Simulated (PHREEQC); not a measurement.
Metal-bearing waste water: an equilibrium model

Solution (10 °C): 0.0021 mol CuSO4, 0.21 mol NaH2PO4 and 5.9e-05 mol NaCl per kg of water. Closed to the air; pH follows from the charge balance.

Computed with PHREEQC (ion-association model, wateq4f.dat).

- pH = 4.38
- ionic strength = 0.218 mol/kgw
- activity of water = 0.993

```json
[
 {"species": "Na+", "molality": "0.209", "activity": "0.156", "log γ": "-0.128"},
 {"species": "H2PO4-", "molality": "0.208", "activity": "0.155", "log γ": "-0.128"},
 {"species": "Cu+2", "molality": "0.00205", "activity": "0.000668", "log γ": "-0.486"},
 {"species": "SO4-2", "molality": "0.00160", "activity": "0.000466", "log γ": "-0.537"},
 {"species": "H3PO4", "molality": "0.000749", "activity": "0.000788", "log γ": "0.022"},
 {"species": "HPO4-2", "molality": "0.000716", "activity": "0.000212", "log γ": "-0.528"},
 {"species": "NaSO4-", "molality": "0.000442", "activity": "0.000329", "log γ": "-0.128"}
]
```

This is a speciation only: nothing precipitates in the calculation. H3PO4, which wateq4f.dat lacks, is added to it with the constant of phreeqc.dat. Constants without temperature data keep their 25 °C values here. The database has no phosphate complexes of Cu.
